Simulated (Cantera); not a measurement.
An isothermal, constant-pressure homogeneous reactor starts with CH4 : N2 = 7.2 : 5.7 (molar parts), at 1600 K and 1.00 atm.

Cantera simulation using GRI-Mech 3.0 (53 species, 325 reactions); the numbers are that mechanism's predictions, not measurements. GRI-Mech 3.0 stops at C3 and has no aromatics, soot or wall deposition, so with more carbon than oxygen in the feed, carbon stays in small species such as C2H2 where larger ones or solid carbon would form.

Question: Predict: x(CH4) at 3.00 s; x(CH3) at 3.00 s; x(C2H2) at 3.00 s; x(H) at 3.00 s; x(C2H4) at 3.00 s; x(C2H6) at 3.00 s; x(H2) at 3.00 s.

Answer: 
```
Property                                             Value
-----------------  ---------------------------------------
x(CH4) at 3.00 s     0.0429 (gas-phase equilibrium 0.0374)
x(CH3) at 3.00 s   6.75e-5 (gas-phase equilibrium 5.86e-5)
x(C2H2) at 3.00 s      0.158 (gas-phase equilibrium 0.116)
x(H) at 3.00 s     3.81e-5 (gas-phase equilibrium 3.84e-5)
x(C2H4) at 3.00 s  0.00870 (gas-phase equilibrium 0.00647)
x(C2H6) at 3.00 s  1.83e-5 (gas-phase equilibrium 1.38e-5)
x(H2) at 3.00 s        0.492 (gas-phase equilibrium 0.498)
```
